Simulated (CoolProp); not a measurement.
The numbers come from the reference Helmholtz-energy equation of state, Lemmon 2006 in CoolProp. It is a short technical equation, of lower accuracy than the large ones.

Task: For toluene, give the phase and the Z, Prandtl number at 346.85 °C and 0.348 MPa; 346.85 °C and 0.619 MPa.

Result: 
- 346.85 °C and 0.348 MPa: gas; Z 0.973, Prandtl number 0.717
- 346.85 °C and 0.619 MPa: gas; Z 0.952, Prandtl number 0.723

Viscosity comes from a separate model (Avgeri 2015). Thermal conductivity comes from a separate model (Assael 2012).
